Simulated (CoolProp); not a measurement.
Vapour-liquid equilibrium of R22 (1) + R134a (2) at -15.25 °C; x and y are mole fractions of (1).

Values from CoolProp's multi-fluid Helmholtz-energy mixture model, Kamei 1995 and Tillner-Roth 1994; pair parameters Bell 2016.

```csv
x,bubble pressure (MPa),y at the bubble point,dew pressure at overall composition x (MPa),liquid density (mol/L)
0.05,0.1709,0.095,0.1667,13.26
0.15,0.1872,0.253,0.1763,13.44
0.25,0.2022,0.383,0.1868,13.64
0.35,0.2163,0.493,0.1982,13.84
0.45,0.2296,0.589,0.2107,14.05
0.55,0.2422,0.675,0.2241,14.27
0.65,0.2543,0.754,0.2385,14.50
0.75,0.2659,0.828,0.2536,14.74
0.85,0.2771,0.899,0.2694,15.00
0.95,0.2881,0.967,0.2854,15.26
```

No azeotrope shows between x = 0.05 and 0.95.

Pair parameters are fitted to limited data, so mixtures are less certain than the pure fluids.
